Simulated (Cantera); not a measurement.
Feed: 1 mol Si3H8, 0.39 mol HCl, 5.1 mol N2, equilibrated at 1750 K and 0.133 bar.

These are equilibrium values from Cantera (NASA tables, ideal gas, pure condensed phases), not measurements of a reactor. Candidate condensed phases: NH4Cl, Si, Si3N4; 28 gas species. The feed counts by its element totals alone. The tables' values for SiCl3 are old estimates; treat these amounts as uncertain. Rates play no part.

Base state: H2 0.535, N2 0.415, HCl 0.0472, SiCl2 0.00232, H 0.000466, SiCl3 3.46e-5, Cl 3.17e-5 (mole fractions); condensed: Si3N4(s).

Task: What changes in the equilibrium state with this change: pressure from 0.133 bar to 10.0 mbar?

Result: 
| species | before | after |
|---|---|---|
| H2 | 0.535 | 0.538 |
| N2 | 0.415 | 0.417 |
| HCl | 0.0472 | 0.0362 |
| SiCl2 | 0.00232 | 0.00763 |
| Si | 1.89e-6 | 0.000141 |
| SiH | 6.68e-7 | 1.37e-5 |
| SiCl | 5.23e-6 | 8.20e-5 |
| SiH2 | 1.87e-6 | 1.05e-5 |
| Si3N4(s), mol | 0.994 | 0.980 |
The tables' values for SiCl, SiCl3 are old estimates; treat these amounts as uncertain. Gases not in the tables: Si2H6 and higher silanes.

Task: What changes in the equilibrium state with this change: HCl from 0.39 to 3.5 mol?

Result: 
```
species         before     after
-------------  -------  --------
H2               0.535     0.426
N2               0.415     0.322
HCl             0.0472     0.191
SiCl2          0.00232    0.0564
SiCl4          9.16e-7  0.000457
SiCl3          3.46e-5   0.00381
SiHCl3         2.30e-6  0.000226
SiH2Cl2        1.03e-6   1.98e-5
SiCl           5.23e-6   2.80e-5
Si3N4(s), mol    0.994     0.776
```
The tables' values for SiCl3, SiCl are old estimates; treat these amounts as uncertain.
